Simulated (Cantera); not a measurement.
## Equilibrium for silicon oxide and oxynitride deposition: Si2H6 + O3 + N2

Input: 1 mol Si2H6, a varied amount of O3, 160 mol N2, equilibrated at 1623.15 K and 100000 Pa.

Method: chemical equilibrium by Gibbs-energy minimisation in Cantera with the NASA 1993 tables (ideal gas, pure condensed phases). Candidate condensed phases: H2O, Si, SiO2, Si2N2O, Si3N4; 35 gas species. The feed counts by its element totals alone. Mutual solubility and eutectic melting of coexisting phases are not modelled. The tables hold silica as quartz up to 1696 K and as liquid above; real silica turns to tridymite and cristobalite and melts near 1996 K. Gases not in the tables: Si(OH)4. Equilibrium is a limit: real reactors are often held back by kinetics, nucleation or transport.

From 0.85 mol O3 to 1.2 mol O3 the condensed part is SiO2(β-quartz) + Si2N2O(s). From 1.7 mol O3 to 6.8 mol O3 the condensed part is SiO2(β-quartz).

```
n(O3) (mol)  log p N2  log p O2  log p H2  log p H2O  log p NO  log p OH  log p SiO  log p H  n SiO2(β-quartz)  n Si2N2O(s)
-----------  --------  --------  --------  ---------  --------  --------  ---------  -------  ----------------  -----------
0.85            -0.01      <-12     -1.73      -4.75    -10.36     -9.42      -4.33    -5.03              1.03        0.482
1.2             -0.01      <-12     -1.74      -4.75    -10.36     -9.42      -4.33    -5.03              1.73        0.132
1.7             -0.01    -10.60     -1.93      -2.17     -7.58     -6.74      -7.10    -5.13              2.00            0
2.4             -0.01     -3.26     -5.17      -1.74     -3.91     -4.69     -10.77    -6.74              2.00            0
3.4             -0.01     -2.02     -5.79      -1.74     -3.30     -4.38     -11.39    -7.05              2.00            0
4.8             -0.02     -1.66     -5.98      -1.75     -3.12     -4.29     -11.57    -7.15              2.00            0
6.8             -0.03     -1.41     -6.11      -1.75     -3.00     -4.24     -11.70    -7.21              2.00            0
```
log p: log10 of the partial pressure in bar; n: condensed amount in mol.
